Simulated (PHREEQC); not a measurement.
Dissolve 3.7 mmol/kgw NiCl2, 71 mmol/kgw KNO3 and 120 mmol/kgw ZnBr2 at 25 °C. Closed to the air; pH follows from the charge balance.

Model: ion-association model, wateq4f.dat, run in PHREEQC.

```yaml
pH: 5.21
ionic_strength: 0.436 mol/kgw
activity_of_water: 0.991
```

```json
[
 {"species": "Br-", "molality": "0.237", "activity": "0.173", "log γ": "-0.136"},
 {"species": "Zn+2", "molality": "0.117", "activity": "0.0305", "log γ": "-0.585"},
 {"species": "K+", "molality": "0.0710", "activity": "0.0464", "log γ": "-0.185"},
 {"species": "NO3-", "molality": "0.0710", "activity": "0.0444", "log γ": "-0.204"},
 {"species": "Cl-", "molality": "0.00683", "activity": "0.00446", "log γ": "-0.185"},
 {"species": "Ni+2", "molality": "0.00304", "activity": "0.000867", "log γ": "-0.545"},
 {"species": "ZnBr+", "molality": "0.00191", "activity": "0.00139", "log γ": "-0.136"},
 {"species": "NiBr+", "molality": "0.000650", "activity": "0.000475", "log γ": "-0.136"},
 {"species": "ZnCl+", "molality": "0.000555", "activity": "0.000367", "log γ": "-0.180"},
 {"species": "ZnBr2", "molality": "8.69e-5", "activity": "9.61e-5", "log γ": "0.044"},
 {"species": "NiCl+", "molality": "1.33e-5", "activity": "9.71e-6", "log γ": "-0.136"},
 {"species": "H+", "molality": "8.04e-6", "activity": "6.18e-6", "log γ": "-0.114"},
 {"species": "ZnOH+", "molality": "7.34e-6", "activity": "5.37e-6", "log γ": "-0.136"},
 {"species": "ZnCl2", "molality": "1.55e-6", "activity": "1.71e-6", "log γ": "0.044"}
]
```

This is a speciation only: nothing precipitates in the calculation.
